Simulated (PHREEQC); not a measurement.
A made-up water analysis in mg/L, 25 °C, pH 7.74, pe 11: Na 13.9; K 14.5; Ca 23; Mg 34; Cl 44; S(6) as SO4 53.1; Alkalinity as HCO3 160; Li 0.0396; N(5) as NO3 1.68.

Valence states are taken as typed.

Computed with PHREEQC (ion-association model, phreeqc.dat).

Precipitation was switched off in this run.

Estimate the ionic strength, charge-balance error.

ionic strength 0.00702 mol/kgw; charge-balance error -0.7 %.

In which forms is Ca present?

Ca+2 93 %, CaSO4 3.8 %, CaHCO3+ 2.1 %, CaCO3 0.7 % of the Ca.
